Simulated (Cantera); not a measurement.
Feed: 1 mol Na2SO4, 8.5 mol H2, 0.27 mol H2O, at 23.3 Torr.

These are equilibrium values from Cantera (NASA tables, ideal gas, pure condensed phases), not measurements of a reactor. Candidate condensed phases: H2O, H2SO4, Na, NaOH, NaO2, Na2O, Na2O2, Na2S, Na2SO4, S; 27 gas species. The numbers say what is thermodynamically allowed, not how fast it happens.

Q: At 1123 K, list the 5 most abundant gas species with their mole fractions, and the condensed phases.

A: H2 0.512, H2O 0.486, Na 0.000738, H2S 0.000588, NaOH 0.000438. Condensed: Na2S(s).
